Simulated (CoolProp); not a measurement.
CH2F2 (R32) at several states: density (kg/m³) from the reference equation and from simpler models built on Tc = 351.3 K, pc = 5.783 MPa, ω = 0.277; each cubic takes its own stable root.

The numbers come from the reference Helmholtz-energy equation of state, Tillner-Roth 1997 in CoolProp.

| T (K) | p (MPa) | phase | reference |
|---|---|---|---|
| 299.3 | 19.5 | liquid | 1038 |
| 152.5 | 1.99 | liquid | 1392 |
| 263.9 | 2.02 | liquid | 1091 |

Question: How far does each simpler model (Redlich-Kwong, Peng-Robinson) lie from the reference over these 3 states: mean and median of the absolute difference, and the worst?

Answer: 
- Redlich-Kwong: mean 24.7 %, median 25.1 %, worst -25.9 % at 263.9 K and 2.02 MPa
- Peng-Robinson: mean 12.7 %, median 11.9 %, worst -14.5 % at 152.5 K and 1.99 MPa
